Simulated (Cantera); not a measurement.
A freely propagating, adiabatic, planar premixed flame of H2 : O2 : N2 : H2O = 1 : 0.294 : 1.06 : 0.16 (molar parts), unburnt at 500 K and 500000 Pa; mixture-averaged transport, grid criteria slope 0.08 and curve 0.16, no radiation.

Cantera simulation using the H2/O2 subset of GRI-Mech 3.0, which has no nitrogen chemistry; the numbers are that mechanism's predictions, not measurements. The hydrogen kinetics of GRI-Mech 3.0 are dated; newer H2 mechanisms differ, most at raised pressure. Burning velocities carry a grid error of a few per cent, more on coarse grids.

| quantity | before | after |
|---|---|---|
| laminar burning velocity | 575 cm/s | 955 cm/s |
| thermal thickness | 0.0487 mm | 0.0546 mm |
| peak x(H) | 0.0406 | 0.0497 |
| peak x(H2O2) | 0.000100 | 5.90e-5 |
| peak x(HO2) | 0.00122 | 0.00104 |

What was changed between the two runs?
(A) O2 0.294 to 0.23 parts
(B) inlet temperature 500 to 650 K
(C) H2O 0.16 to 0.12 parts
(D) N2 1.06 to 0.82 parts

B, inlet temperature 500 to 650 K
